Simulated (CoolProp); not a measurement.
The fluid at 293.15 K and 0.234 MPa is throttled through a valve to 0.0973 MPa with no heat exchange. The same conditions are run with several fluids, on thermodynamics alone (safety and materials aside).

Model: reference Helmholtz-energy equation of state of each fluid (fluorine: de Reuck 1990; C3F8 (R218): Lemmon 2006; carbon dioxide: Span 1996; chlorine: Thol 2021; propylene: Lemmon 2013), in CoolProp.

Task: Rank fluorine, C3F8 (R218), carbon dioxide, chlorine, propylene by temperature change (K), highest first.

Result: fluorine (-0.3), carbon dioxide (-1.6), C3F8 (R218) (-1.9), propylene (-2.5), chlorine (-4.3)

```json
[
 {"fluid": "fluorine", "final density (kg/m³)": "1.52"},
 {"fluid": "C3F8 (R218)", "final density (kg/m³)": "7.73"},
 {"fluid": "carbon dioxide", "final density (kg/m³)": "1.78"},
 {"fluid": "chlorine", "final density (kg/m³)": "2.91"},
 {"fluid": "propylene", "final density (kg/m³)": "1.72"}
]
```
